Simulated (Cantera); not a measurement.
A freely propagating, adiabatic, planar premixed flame of 37.9 % H2, 11.8 % O2, 48.5 % N2, 1.78 % H2O, equivalence ratio 1.6, unburnt at 475 K and 1.01 bar; mixture-averaged transport, grid criteria slope 0.08 and curve 0.16, no radiation.

Cantera simulation using the H2/O2 subset of GRI-Mech 3.0, which has no nitrogen chemistry; the numbers are that mechanism's predictions, not measurements. Burning velocities carry a grid error of a few per cent, more on coarse grids.

### Question
Predict: laminar burning velocity; thermal thickness; peak x(OH); peak x(H2O2); peak x(HO2); peak x(O).

### Answer
| Item | Value |
|---|---|
| laminar burning velocity | 560 cm/s |
| thermal thickness | 0.395 mm |
| peak x(OH) | 0.00736 |
| peak x(H2O2) | 3.63e-5 |
| peak x(HO2) | 0.000389 |
| peak x(O) | 0.00498 |
